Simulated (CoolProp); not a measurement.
Vapour-liquid equilibrium of fluoroethane (R161) (1) + R134a (2) at 210.5 K; x and y are mole fractions of (1).

Values from CoolProp's multi-fluid Helmholtz-energy mixture model, Wu 2012 and Tillner-Roth 1994; pair parameters Bell 2016.

| x | bubble pressure, mixture model (MPa) | bubble pressure, Raoult's law (MPa) | y, mixture model | y, Raoult's law |
|---|---|---|---|---|
| 0.05 | 0.01388 | 0.01405 | 0.086 | 0.097 |
| 0.125 | 0.01470 | 0.01509 | 0.206 | 0.226 |
| 0.2 | 0.01557 | 0.01613 | 0.316 | 0.338 |
| 0.275 | 0.01648 | 0.01718 | 0.416 | 0.436 |
| 0.35 | 0.01743 | 0.01822 | 0.508 | 0.524 |
| 0.425 | (withheld) | 0.01926 | (withheld) | 0.601 |
| 0.5 | 0.01948 | 0.02031 | 0.667 | 0.671 |
| 0.575 | 0.02057 | 0.02135 | (withheld) | 0.734 |
| 0.65 | 0.02170 | 0.02239 | 0.797 | 0.791 |
| 0.725 | (withheld) | 0.02344 | 0.851 | 0.843 |
| 0.8 | 0.02404 | 0.02448 | 0.899 | 0.891 |
| 0.875 | (withheld) | 0.02552 | 0.941 | 0.935 |
| 0.95 | 0.02646 | 0.02657 | 0.978 | 0.975 |

Problem. What belongs in the gaps?

Solution. 
- 0.425, bubble pressure, mixture model (MPa): 0.01844
- 0.425, y, mixture model: 0.592
- 0.575, y, mixture model: 0.736
- 0.725, bubble pressure, mixture model (MPa): 0.02286
- 0.875, bubble pressure, mixture model (MPa): 0.02525

The largest gap from Raoult's law is -4.3 % in bubble pressure, at x = 0.35. No azeotrope shows between x = 0.05 and 0.95.

Pair parameters are fitted to limited data, so mixtures are less certain than the pure fluids.
